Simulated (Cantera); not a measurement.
Feed: 1 mol (CH3)2SiCl2, 0.0039 mol C3H8, 960 mol H2, equilibrated at 1000 °C and 48000 Pa.

These are equilibrium values from Cantera (NASA tables, ideal gas, pure condensed phases), not measurements of a reactor. Candidate condensed phases: C, C6H6, C7H8, C8H18, Si, SiC; 109 gas species. The feed counts by its element totals alone. The numbers say what is thermodynamically allowed, not how fast it happens.

Base state: H2 0.997, HCl 0.00208, CH4 0.00105 (mole fractions); condensed: SiC(s).

Problem. What changes in the equilibrium state with this change: H2 from 960 to 1.7 mol?

Solution. 
```tsv
species	before	after
H2	0.997	0.725
HCl	0.00208	0.241
SiCl4	<1e-9	0.0264
SiCl3	2.48e-9	0.00146
SiHCl3	6.33e-9	0.00318
SiC(s), mol	1.000	0.825
C(graphite), mol	0	1.17
```
The tables' values for SiCl3 are old estimates; treat these amounts as uncertain.
